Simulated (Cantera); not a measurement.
## Ignition delay

Mixture: CH4 : O2 : N2 = 1 : 1.11 : 4.18 (molar parts), at 32.6 atm, adiabatic and at constant pressure. Ignition delay is the time to a rise of 400 K.

Cantera simulation using GRI-Mech 3.0 (53 species, 325 reactions); the numbers are that mechanism's predictions, not measurements. The pressure lies above the range GRI-Mech 3.0 was tuned for (to about 10 atm).

```tsv
T0 (K)	delay (ms)
1123	4.22
1223	1.23
1323	0.420
1423	0.159
1523	0.0649
1623	0.0279
1723	0.0126
1823	0.00605
1923	0.00312
```

| Property | Result |
|---|---|
| apparent activation energy between 1723 and 1923 K | 190 kJ/mol |
